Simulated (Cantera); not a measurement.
What does this Cantera script print?

```python
import numpy as np
import cantera as ct

gas = ct.Solution("h2o2.yaml")
gas.TPX = 1000, 1333, {'H2': 0.081, 'O2': 1}
reactor = ct.IdealGasConstPressureReactor(gas, energy="off", clone=False)
net = ct.ReactorNet([reactor])
net.rtol, net.atol = 1e-08, 1e-18
show = ['H2', 'O2', 'OH', 'H2O2', 'H']
times = np.geomspace(3e-06, 200, 10)

steps = ct.SolutionArray(gas, extra=["t"])
rows = []
print(f"{'t/s':>10s}{'T/K':>9s}{'P/Pa':>11s}" + "".join(f"{s:>11s}" for s in show))
for t in times:
    while net.time < t:
        t_next = net.step()
        steps.append(gas.state, t=t_next)
    rows.append([np.interp(t, steps.t, y) for y in (steps.T, steps.P, *steps(*show).X.T)])
    print(f"{t:10.3e}{rows[-1][0]:9.1f}{rows[-1][1]:11.4g}" + "".join(f"{x:11.3e}" for x in rows[-1][2:]))
rate = np.gradient(steps.T, steps.t)
print("integrator steps:", len(steps.t))
if steps.T.max() > steps.T[0] + 200:
    print(f"time of steepest temperature rise: {steps.t[rate.argmax()]:.4e} s")
gas.TPX = 1000, 1333, {'H2': 0.081, 'O2': 1}
gas.equilibrate("TP")
print(f"equilibrium (TP): T = {gas.T:.1f} K  " + "  ".join(f"{s} {gas[s].X[0]:.3e}" for s in show))
```

Result:

```
       t/s      T/K       P/Pa         H2         O2         OH       H2O2          H
 3.000e-06   1000.0       1333  7.493e-02  9.251e-01  2.162e-14  2.350e-18  1.996e-12
 2.220e-05   1000.0       1333  7.493e-02  9.251e-01  1.038e-12  1.276e-16  1.392e-11
 1.643e-04   1000.0       1333  7.493e-02  9.251e-01  3.127e-11  7.000e-15  9.243e-11
 1.216e-03   1000.0       1333  7.493e-02  9.251e-01  3.884e-09  4.173e-13  7.487e-09
 9.004e-03   1000.0       1333  2.726e-03  8.922e-01  2.572e-03  1.726e-07  1.620e-02
 6.664e-02   1000.0       1333  9.432e-05  9.207e-01  4.166e-04  1.321e-07  1.333e-04
 4.932e-01   1000.0       1333  1.572e-06  9.221e-01  5.785e-05  4.150e-08  3.603e-07
 3.651e+00   1000.0       1333  6.065e-08  9.221e-01  1.280e-05  7.513e-09  3.867e-09
 2.702e+01   1000.0       1333  4.964e-09  9.222e-01  3.841e-06  1.236e-09  1.049e-10
 2.000e+02   1000.0       1333  5.568e-10  9.222e-01  1.307e-06  1.867e-10  4.146e-12
integrator steps: 2376
equilibrium (TP): T = 1000.0 K  H2 6.177e-11  O2 9.222e-01  OH 4.335e-07  H2O2 2.430e-11  H 1.555e-13
```

Cantera simulation using the H2/O2 subset of GRI-Mech 3.0, which has no nitrogen chemistry; the numbers are that mechanism's predictions, not measurements. Radical loss at walls, strong at low pressure, is not modelled. The temperature is held fixed by assumption; the heat of reaction is taken as removed at once.
